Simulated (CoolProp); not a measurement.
Tetrahydrofuran at 191.66 K and 1.89 MPa is throttled through a valve to 0.119 MPa with no heat exchange. Each further row changes one setting.

Model: reference Helmholtz-energy equation of state, Fiedler 2023, in CoolProp.

```csv
case,temperature change (K)
as stated,+1.0
outlet pressure 0.0357 MPa,+1.0
outlet pressure 0.155 MPa,+0.9
```
